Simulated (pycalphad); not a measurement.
CALPHAD calculation (pycalphad, COST 507 light-alloy database (1999)), 1 atm. The database dates from 1999; later assessments differ in places, in temperatures and in the compounds included. Amounts are mole fractions of atoms.

Q: Give the equilibrium state of Sn-55.7Si (at.%) at 710 K.

A: 
```
T = 710.00 K, P = 101325 Pa, N = 1 mol of atoms
G = -29899 J/mol, H = 13679 J/mol, S = 61.38 J/(mol K)  (SER reference)
chemical potentials (J/mol): Sn -45027, Si -17868
phase             fraction      x(Sn)      x(Si)
DIAMOND_A4          0.5570   3.83e-07     1.0000
LIQUID              0.4430     0.9999   7.59e-05
```

DIAMOND_A4 is diamond (Si).
